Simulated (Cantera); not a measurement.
Input (Python, Cantera):

```python
import numpy as np
import cantera as ct

gas = ct.Solution("gri30.yaml")


def delay(T, t_max=10):
    gas.TPX = T, 500000, {'CH4': 1, 'CO': 0.07, 'O2': 0.925, 'N2': 2.41, 'H2O': 0.17}
    reactor = ct.IdealGasConstPressureReactor(gas, clone=False)
    net = ct.ReactorNet([reactor])
    net.rtol, net.atol = 1e-8, 1e-16
    while net.time < t_max:
        t_old, T_old = net.time, reactor.T
        net.step()
        if reactor.T > T + 400:  # ignition: a rise of 400 K
            return t_old + (T + 400 - T_old) / (reactor.T - T_old) * (net.time - t_old)
    return np.nan


taus = []
for T in [1048, 1123, 1198, 1273, 1348, 1423, 1498, 1573, 1648]:
    taus.append(delay(T))
    print(f"T0 = {T:6g} K   tau = {taus[-1]:.4e} s")
```

Result:

```
T0 =   1048 K   tau = 1.2950e-01 s
T0 =   1123 K   tau = 4.1106e-02 s
T0 =   1198 K   tau = 1.4457e-02 s
T0 =   1273 K   tau = 5.5133e-03 s
T0 =   1348 K   tau = 2.2439e-03 s
T0 =   1423 K   tau = 9.6193e-04 s
T0 =   1498 K   tau = 4.3121e-04 s
T0 =   1573 K   tau = 2.0216e-04 s
T0 =   1648 K   tau = 9.9681e-05 s
```

Model: GRI-Mech 3.0 (53 species, 325 reactions), integrated in Cantera.
